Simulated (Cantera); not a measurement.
Input: 1 mol Si, 0.014 mol O2, 300 mol N2, equilibrated at 1625 K and 5100 Pa.

Equilibrium computed with Cantera from the NASA thermochemical tables; the gas is ideal and each condensed phase is pure. Candidate condensed phases: Si, SiO2, Si2N2O, Si3N4; 16 gas species. Mutual solubility and eutectic melting of coexisting phases are not modelled. The numbers say what is thermodynamically allowed, not how fast it happens.

Base state: N2 1.000, SiO 5.79e-5 (mole fractions); condensed: Si2N2O(s) + Si3N4(s).

What changes in the equilibrium state with this change: temperature from 1625 K to 2198 K?


| species | before | after |
|---|---|---|
| N2 | 1.000 | 0.997 |
| Si | 1.38e-7 | 0.00297 |
| SiN | 2.45e-8 | 0.000113 |
| Si2N | 1.82e-9 | 5.25e-5 |
| Si2 | <1e-9 | 1.98e-5 |
| SiO | 5.79e-5 | 9.30e-5 |
| Si2N2O(s), mol | 0.0107 | 0 |
| Si3N4(s), mol | 0.320 | 0 |
The tables' values for SiN are old estimates; treat these amounts as uncertain.
